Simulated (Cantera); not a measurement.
Input: 1 mol HBr, 0.29 mol H2, 8.8 mol O2, equilibrated at 3050 °C and 1 atm.

Method: chemical equilibrium by Gibbs-energy minimisation in Cantera with the NASA 1993 tables (ideal gas, pure condensed phases). Candidate condensed phases: Br2, H2O; 12 gas species. Rates play no part.

Base state: O2 0.579, O 0.233, Br 0.0808, OH 0.0586, H 0.0220, H2O 0.0210, H2 0.00328, HBr 0.00270 (mole fractions); condensed: gas only.

Task: What changes in the equilibrium state with this change: temperature from 3050 °C to 3225 °C?

Result: 
```csv
species,before,after
O2,0.579,0.479
O,0.233,0.338
Br,0.0808,0.0757
H,0.0220,0.0334
H2O,0.0210,0.0120
OH,0.0586,0.0566
HBr,0.00270,0.00188
HO2,7.11e-5,5.98e-5
```

Task: What changes in the equilibrium state with this change: temperature from 3050 °C to 1552 °C?

Result: 
```json
[
 {"species": "O2", "before": "0.579", "after": "0.832"},
 {"species": "Br", "before": "0.0808", "after": "0.0792"},
 {"species": "H2O", "before": "0.0210", "after": "0.0718"},
 {"species": "O", "before": "0.233", "after": "0.000139"},
 {"species": "OH", "before": "0.0586", "after": "0.000954"},
 {"species": "H", "before": "0.0220", "after": "1.01e-6"},
 {"species": "HBr", "before": "0.00270", "after": "0.0114"},
 {"species": "H2", "before": "0.00328", "after": "5.30e-6"},
 {"species": "Br2", "before": "9.83e-6", "after": "0.00409"},
 {"species": "HO2", "before": "7.11e-5", "after": "3.14e-6"}
]
```

Task: What changes in the equilibrium state with this change: temperature from 3050 °C to 2100 °C?

Result: 
```csv
species,before,after
O2,0.579,0.817
Br,0.0808,0.0893
H2O,0.0210,0.0674
O,0.233,0.00674
OH,0.0586,0.0109
H,0.0220,0.000211
Br2,9.83e-6,0.000238
H2,0.00328,0.000231
HO2,7.11e-5,2.31e-5
```
